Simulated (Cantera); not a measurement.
**Thermodynamics of abatement and gas-phase synthesis, feed HCl + H₂ + O₂**

Input: 1 mol HCl, 0.73 mol H₂, 1.3 mol O₂, equilibrated at 1.40 mbar.

Method: chemical equilibrium by Gibbs-energy minimisation in Cantera with the NASA 1993 tables (ideal gas, pure condensed phases). Candidate condensed phases: H₂O; 14 gas species. The numbers say what is thermodynamically allowed, not how fast it happens.

From 1975 °C to 2625 °C nothing is condensed.

```json
[
 {"T (°C)": "1975", "x O": "0.0488", "x H": "0.0288", "x H₂O": "0.263", "x O₂": "0.251", "x Cl": "0.164", "x HCl": "0.169", "x OH": "0.0528", "x H₂": "0.0215"},
 {"T (°C)": "2025", "x O": "0.0640", "x H": "0.0424", "x H₂O": "0.244", "x O₂": "0.238", "x Cl": "0.171", "x HCl": "0.153", "x OH": "0.0606", "x H₂": "0.0274"},
 {"T (°C)": "2075", "x O": "0.0824", "x H": "0.0606", "x H₂O": "0.219", "x O₂": "0.223", "x Cl": "0.176", "x HCl": "0.137", "x OH": "0.0678", "x H₂": "0.0337"},
 {"T (°C)": "2125", "x O": "0.104", "x H": "0.0841", "x H₂O": "0.191", "x O₂": "0.206", "x Cl": "0.181", "x HCl": "0.120", "x OH": "0.0738", "x H₂": "0.0399"},
 {"T (°C)": "2175", "x O": "0.129", "x H": "0.113", "x H₂O": "0.160", "x O₂": "0.188", "x Cl": "0.183", "x HCl": "0.103", "x OH": "0.0779", "x H₂": "0.0452"},
 {"T (°C)": "2225", "x O": "0.158", "x H": "0.147", "x H₂O": "0.127", "x O₂": "0.169", "x Cl": "0.184", "x HCl": "0.0863", "x OH": "0.0795", "x H₂": "0.0488"},
 {"T (°C)": "2275", "x O": "0.189", "x H": "0.184", "x H₂O": "0.0963", "x O₂": "0.149", "x Cl": "0.184", "x HCl": "0.0704", "x OH": "0.0780", "x H₂": "0.0498"},
 {"T (°C)": "2325", "x O": "0.221", "x H": "0.223", "x H₂O": "0.0685", "x O₂": "0.128", "x Cl": "0.182", "x HCl": "0.0560", "x OH": "0.0734", "x H₂": "0.0481"},
 {"T (°C)": "2375", "x O": "0.253", "x H": "0.260", "x H₂O": "0.0459", "x O₂": "0.108", "x Cl": "0.180", "x HCl": "0.0434", "x OH": "0.0663", "x H₂": "0.0438"},
 {"T (°C)": "2425", "x O": "0.284", "x H": "0.293", "x H₂O": "0.0290", "x O₂": "0.0881", "x Cl": "0.177", "x HCl": "0.0329", "x OH": "0.0575", "x H₂": "0.0378"},
 {"T (°C)": "2475", "x O": "0.313", "x H": "0.321", "x H₂O": "0.0175", "x O₂": "0.0704", "x Cl": "0.175", "x HCl": "0.0246", "x OH": "0.0481", "x H₂": "0.0312"},
 {"T (°C)": "2525", "x O": "0.338", "x H": "0.343", "x H₂O": "0.0101", "x O₂": "0.0549", "x Cl": "0.173", "x HCl": "0.0182", "x OH": "0.0390", "x H₂": "0.0249"},
 {"T (°C)": "2575", "x O": "0.358", "x H": "0.359", "x H₂O": "0.00568", "x O₂": "0.0421", "x Cl": "0.171", "x HCl": "0.0134", "x OH": "0.0309", "x H₂": "0.0193"},
 {"T (°C)": "2625", "x O": "0.375", "x H": "0.371", "x H₂O": "0.00314", "x O₂": "0.0318", "x Cl": "0.169", "x HCl": "0.00986", "x OH": "0.0241", "x H₂": "0.0148"}
]
```
x: gas mole fraction; nothing condenses.
